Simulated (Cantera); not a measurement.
Cantera run, input and output.

```python
import numpy as np
import cantera as ct

gas = ct.Solution("h2o2.yaml")
gas.TPX = 1325, 29000, {'H2': 1.7, 'O2': 1, 'N2': 9.8}
reactor = ct.IdealGasConstPressureReactor(gas, energy="off", clone=False)
net = ct.ReactorNet([reactor])
net.rtol, net.atol = 1e-08, 1e-18
show = ['H2', 'O2', 'HO2', 'OH', 'H', 'H2O', 'H2O2']
times = np.geomspace(0.0003, 40, 15)

steps = ct.SolutionArray(gas, extra=["t"])
rows = []
print(f"{'t/s':>10s}{'T/K':>9s}{'P/Pa':>11s}" + "".join(f"{s:>11s}" for s in show))
for t in times:
    while net.time < t:
        t_next = net.step()
        steps.append(gas.state, t=t_next)
    rows.append([np.interp(t, steps.t, y) for y in (steps.T, steps.P, *steps(*show).X.T)])
    print(f"{t:10.3e}{rows[-1][0]:9.1f}{rows[-1][1]:11.4g}" + "".join(f"{x:11.3e}" for x in rows[-1][2:]))
rate = np.gradient(steps.T, steps.t)
print("integrator steps:", len(steps.t))
if steps.T.max() > steps.T[0] + 200:
    print(f"time of steepest temperature rise: {steps.t[rate.argmax()]:.4e} s")
gas.TPX = 1325, 29000, {'H2': 1.7, 'O2': 1, 'N2': 9.8}
gas.equilibrate("TP")
print(f"equilibrium (TP): T = {gas.T:.1f} K  " + "  ".join(f"{s} {gas[s].X[0]:.3e}" for s in show))
```

Output:

```
       t/s      T/K       P/Pa         H2         O2        HO2         OH          H        H2O       H2O2
 3.000e-04   1325.0    2.9e+04  1.800e-02  2.694e-02  5.357e-06  3.910e-03  4.609e-02  9.572e-02  7.503e-07
 6.969e-04   1325.0    2.9e+04  1.275e-02  2.100e-02  4.610e-06  2.899e-03  2.000e-02  1.182e-01  8.447e-07
 1.619e-03   1325.0    2.9e+04  6.430e-03  1.616e-02  3.672e-06  1.789e-03  5.524e-03  1.346e-01  7.972e-07
 3.761e-03   1325.0    2.9e+04  2.194e-03  1.374e-02  2.802e-06  9.460e-04  9.406e-04  1.425e-01  5.521e-07
 8.738e-03   1325.0    2.9e+04  5.157e-04  1.300e-02  1.641e-06  4.375e-04  9.984e-05  1.451e-01  2.530e-07
 2.030e-02   1325.0    2.9e+04  1.012e-04  1.287e-02  5.519e-07  1.931e-04  8.629e-06  1.457e-01  8.473e-08
 4.715e-02   1325.0    2.9e+04  2.162e-05  1.286e-02  1.419e-07  9.099e-05  8.784e-07  1.458e-01  2.586e-08
 1.095e-01   1325.0    2.9e+04  5.720e-06  1.287e-02  3.988e-08  4.780e-05  1.240e-07  1.459e-01  8.434e-09
 2.545e-01   1325.0    2.9e+04  1.869e-06  1.287e-02  1.405e-08  2.771e-05  2.382e-08  1.459e-01  3.099e-09
 5.912e-01   1325.0    2.9e+04  7.457e-07  1.287e-02  7.075e-09  1.760e-05  6.094e-09  1.459e-01  1.319e-09
 1.373e+00   1325.0    2.9e+04  4.007e-07  1.287e-02  5.416e-09  1.284e-05  2.409e-09  1.459e-01  7.292e-10
 3.191e+00   1325.0    2.9e+04  3.265e-07  1.287e-02  5.172e-09  1.153e-05  1.769e-09  1.459e-01  5.971e-10
 7.412e+00   1325.0    2.9e+04  3.225e-07  1.287e-02  5.161e-09  1.146e-05  1.736e-09  1.459e-01  5.900e-10
 1.722e+01   1325.0    2.9e+04  3.225e-07  1.287e-02  5.161e-09  1.146e-05  1.736e-09  1.459e-01  5.900e-10
 4.000e+01   1325.0    2.9e+04  3.225e-07  1.287e-02  5.161e-09  1.146e-05  1.736e-09  1.459e-01  5.900e-10
integrator steps: 2137
equilibrium (TP): T = 1325.0 K  H2 3.225e-07  O2 1.287e-02  HO2 5.161e-09  OH 1.146e-05  H 1.736e-09  H2O 1.459e-01  H2O2 5.900e-10
```

Detailed kinetics in Cantera: the H2/O2 subset of GRI-Mech 3.0, which has no nitrogen chemistry. The temperature is held fixed by assumption; the heat of reaction is taken as removed at once.
